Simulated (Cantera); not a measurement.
Input: 1 mol C2H4, 0.032 mol NH3, 13 mol N2, held at 1 atm.

Method: chemical equilibrium by Gibbs-energy minimisation in Cantera with the NASA 1993 tables (ideal gas, pure condensed phases). Candidate condensed phases: C, C6H6, C7H8, C8H18; 92 gas species. Equilibrium is a limit: real reactors are often held back by kinetics, nucleation or transport.

x: gas mole fraction; n: condensed amount in mol.

| T (°C) | x N2 | x H2 | x HCN | x CH4 | x H | x HNC | n C(graphite) |
|---|---|---|---|---|---|---|---|
| 775 | 0.865 | 0.134 | 3.68e-6 | 0.00106 | ___ | 7.59e-9 | 1.98 |
| 875 | 0.864 | 0.135 | 1.39e-5 | 0.000440 | ___ | 5.28e-8 | 1.99 |
| 975 | 0.864 | 0.136 | 4.25e-5 | 0.000208 | ___ | 2.68e-7 | 2.00 |
| 1075 | 0.864 | 0.136 | 0.000110 | 0.000109 | ___ | 1.07e-6 | 2.00 |
| 1175 | 0.864 | 0.136 | 0.000248 | 6.23e-5 | ___ | 3.51e-6 | 2.00 |
| 1275 | 0.864 | 0.136 | 0.000502 | 3.82e-5 | ___ | 9.86e-6 | 1.99 |
| 1375 | 0.864 | 0.135 | 0.000934 | 2.49e-5 | ___ | 2.44e-5 | 1.99 |
| 1475 | 0.863 | 0.135 | 0.00161 | 1.70e-5 | ___ | 5.43e-5 | 1.97 |
| 1575 | 0.863 | 0.134 | 0.00263 | 1.21e-5 | ___ | 0.000111 | 1.96 |

**Question.** Some entries are withheld; supply them.

**Answer.** 
- 775, x H: 2.81e-9
- 875, x H: 2.62e-8
- 975, x H: 1.71e-7
- 1075, x H: 8.47e-7
- 1175, x H: 3.37e-6
- 1275, x H: 1.13e-5
- 1375, x H: 3.26e-5
- 1475, x H: 8.34e-5
- 1575, x H: 0.000193
